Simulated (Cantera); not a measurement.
A Cantera script and what it prints.

```python
import numpy as np
import cantera as ct

gas_names = """
    CL CL2 H HCL H2 N NH NH2 NH3 N2 N2H2 N2H4 Si SiCL SiCL2 SiCL3 SiCL4 SiH SiHCL3 SiH2 SiH2CL2 SiH3
    SiH3CL SiH4 SiN Si2 Si2N Si3
""".split()
cond_names = """
    NH4CL(a) NH4CL(b) Si(cr) Si(L) Si3N4(a)
""".split()


def load(file, names, dense=False):
    # The tables refer to 1 bar. Condensed volumes are neglected.
    table = {s.name: s for s in ct.Species.list_from_file(file)}
    out = []
    for n in names:
        d = dict(table[n].input_data)
        d["thermo"] = dict(d["thermo"], **{"reference-pressure": 1e5})
        if dense:
            d["equation-of-state"] = {"model": "constant-volume", "density": "1e6 g/cm^3"}
        out.append(ct.Species.from_dict(d))
    return out


gas = ct.Solution(thermo="ideal-gas", species=load("nasa_gas.yaml", gas_names))
cond = {s.name: ct.Solution(thermo="fixed-stoichiometry", species=[s], name=s.name)
        for s in load("nasa_condensed.yaml", cond_names, dense=True)}
atoms = {
    'Si2Cl6': {'Si': 2, 'CL': 6},
    'HCl': {'H': 1, 'CL': 1},
    'N2': {'N': 2},
}
top_T = {'Si3N4(a)': 2400}  # K; cautious upper limits of use, not melting points


def equilibrate(T, P, feed):
    n = {}
    for name, mol in feed.items():
        for a, k in atoms[name].items():
            n[a] = n.get(a, 0.0) + k * mol
    gas.TPX = T, P, n
    mass = sum(n.values()) * gas.mean_molecular_weight
    gas.equilibrate("TP")
    valid = [c for c in cond.values() if c.min_temp <= T <= top_T.get(c.name, c.max_temp)]
    mix = ct.Mixture([(gas, mass / gas.mean_molecular_weight)] + [(c, 0.0) for c in valid])
    mix.T, mix.P = T, P
    mix.equilibrate("TP", solver="vcs", rtol=1e-11, max_steps=5000)
    return mix


results = []
T = 1548  # K
P = 3100  # Pa
for m in [0.53, 0.8, 1.1, 1.3, 1.6, 1.9, 2.1, 2.4, 2.7, 3, 3.2, 3.5]:
    feed = {'Si2Cl6': 1, 'HCl': m, 'N2': 23}  # mol
    mix = equilibrate(T, P, feed)
    results.append((T, P, feed, dict(zip(mix.species_names, mix.species_moles))))

top = {s: max(r[3][s] / sum(r[3][g] for g in gas_names) for r in results) for s in gas_names}
cols = sorted((s for s in top if top[s] > 1e-05), key=lambda s: -top[s])[:5]
seen = [c for c in cond_names if any(r[3].get(c, 0) > 1e-12 for r in results)]
print("log10 of partial pressures in bar; condensed amounts in mol")
print(f"{'n(HCl)':>10s}" + "".join(f"{s[:9]:>10s}" for s in cols + seen))
for T, P, feed, n in results:
    ng = sum(n[g] for g in gas_names)
    print(f"{feed['HCl']:10.4g}" + "".join(f"{np.log10(max(n[s] / ng * P / 1e5, 1e-99)):10.3f}" for s in cols)
          + "".join(f"{n.get(c, 0):10.4g}" for c in seen))
```

Output:

```
log10 of partial pressures in bar; condensed amounts in mol
    n(HCl)        N2       HCL     SiCL4     SiCL2     SiCL3
      0.53    -1.554    -3.197    -3.029    -3.030    -3.253
       0.8    -1.559    -3.025    -3.032    -3.036    -3.258
       1.1    -1.563    -2.894    -3.033    -3.045    -3.263
       1.3    -1.567    -2.827    -3.034    -3.051    -3.266
       1.6    -1.571    -2.743    -3.035    -3.060    -3.271
       1.9    -1.576    -2.675    -3.034    -3.070    -3.276
       2.1    -1.579    -2.636    -3.034    -3.077    -3.279
       2.4    -1.584    -2.585    -3.033    -3.087    -3.284
       2.7    -1.589    -2.539    -3.032    -3.098    -3.289
         3    -1.593    -2.499    -3.031    -3.110    -3.294
       3.2    -1.596    -2.475    -3.030    -3.117    -3.297
       3.5    -1.600    -2.442    -3.028    -3.129    -3.302
```

Method: chemical equilibrium by Gibbs-energy minimisation in Cantera with the NASA 1993 tables (ideal gas, pure condensed phases). The feed counts by its element totals alone. The tables' values for SiCl3 are old estimates; treat these amounts as uncertain.
